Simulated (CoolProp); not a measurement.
n-perfluorohexane at several states: density (kg/m³) from the reference equation and from simpler models built on Tc = 448.0 K, pc = 1.742 MPa, ω = 0.497; each cubic takes its own stable root.

Values from CoolProp's reference Helmholtz-energy equation of state, Gao 2022.

```json
[
 {"T (K)": "321.3", "p (MPa)": "1.02", "phase": "liquid", "reference": "1612", "van der Waals": "903.9", "Soave-Redlich-Kwong": "1400", "Peng-Robinson": "1582"},
 {"T (K)": "369.4", "p (MPa)": "0.261", "phase": "gas", "reference": "32.45", "van der Waals": "31.07", "Soave-Redlich-Kwong": "32.30", "Peng-Robinson": "32.54"},
 {"T (K)": "233.4", "p (MPa)": "0.685", "phase": "liquid", "reference": "1859", "van der Waals": "1030", "Soave-Redlich-Kwong": "1596", "Peng-Robinson": "1793"},
 {"T (K)": "324", "p (MPa)": "0.07", "phase": "gas", "reference": "9.201", "van der Waals": "9.019", "Soave-Redlich-Kwong": "9.175", "Peng-Robinson": "9.194"},
 {"T (K)": "385.2", "p (MPa)": "0.0328", "phase": "gas", "reference": "3.501", "van der Waals": "3.490", "Soave-Redlich-Kwong": "3.501", "Peng-Robinson": "3.504"}
]
```
